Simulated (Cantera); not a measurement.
A perfectly stirred reactor is fed with CH3OH : O2 : N2 = 1 : 3.19 : 12 (molar parts), at 975 Torr; it is adiabatic with a 500 K inlet, and is followed from long to short residence time, starting on the burning branch (τ in s: 0.029, 0.0093, 0.003, 0.00097, 0.00031, 0.0001, 3.3e-05, 1.1e-05, 3.4e-06).

Computed with Cantera and GRI-Mech 3.0 (53 species, 325 reactions). GRI-Mech 3.0 was tuned for natural gas; its chemistry of methanol as a main component is partial and can be far from experiment.

Q: What does this change do: CH3OH 1 to 0.63 parts?

A: 
| quantity | before | after |
|---|---|---|
| blow-out, bracketed by the residence times tried | burning at 3.00 ms, out at 0.970 ms | not reached |
| x(CH3OH) at τ = 29.0 ms | 1.31e-5 | 0.0398 |
| x(O2) at τ = 29.0 ms | 0.101 | 0.202 |
| x(HO2) at τ = 29.0 ms | 7.87e-6 | <1e-12 |
| x(HCN) at τ = 29.0 ms | 1.87e-11 | <1e-12 |
| x(CO) at τ = 29.0 ms | 0.000732 | <1e-12 |
| x(CH3OH) at τ = 0.310 ms | 0.0618 | 0.0398 |
| x(O2) at τ = 0.310 ms | 0.197 | 0.202 |
| x(HO2) at τ = 0.310 ms | <1e-12 | <1e-12 |
| x(HCN) at τ = 0.310 ms | <1e-12 | <1e-12 |
| x(CO) at τ = 0.310 ms | <1e-12 | <1e-12 |
| state | not reached | not burning at any residence time tried |

Q: What does this change do: pressure from 975 Torr to 3750 Torr?

A: 
```
quantity                                                                       before                                after
------------------------------------------------  -----------------------------------  -----------------------------------
blow-out, bracketed by the residence times tried  burning at 3.00 ms, out at 0.970 ms  burning at 3.00 ms, out at 0.970 ms
x(CH3OH) at τ = 29.0 ms                                                       1.31e-5                              9.53e-6
x(O2) at τ = 29.0 ms                                                            0.101                                0.101
x(HO2) at τ = 29.0 ms                                                         7.87e-6                              5.71e-6
x(HCN) at τ = 29.0 ms                                                        1.87e-11                             1.49e-11
x(CO) at τ = 29.0 ms                                                         0.000732                             0.000424
x(CH3OH) at τ = 0.310 ms                                                       0.0618                               0.0618
x(O2) at τ = 0.310 ms                                                           0.197                                0.197
x(HO2) at τ = 0.310 ms                                                         <1e-12                               <1e-12
x(HCN) at τ = 0.310 ms                                                         <1e-12                               <1e-12
x(CO) at τ = 0.310 ms                                                          <1e-12                               <1e-12
```
